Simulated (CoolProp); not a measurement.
Vapour-liquid equilibrium of CHF3 (R23) (1) + sulfur hexafluoride (2) at 14 bar; x and y are mole fractions of (1).

Model: multi-fluid Helmholtz-energy mixture model, Penoncello 2003 and Guder 2009; pair parameters Bell 2016, in CoolProp.

Question: Give the bubble temperature and the first vapour's composition at x = 0.35, 0.5, 0.65. Is there an azeotrope?

Answer: x = 0.35: 257.1 K, y = 0.530; x = 0.5: 254.5 K, y = 0.621; x = 0.65: 253.0 K, y = 0.707. y crosses x between x = 0.8 and 0.95: the model has an azeotrope there.

Pair parameters are fitted to limited data, so mixtures are less certain than the pure fluids.
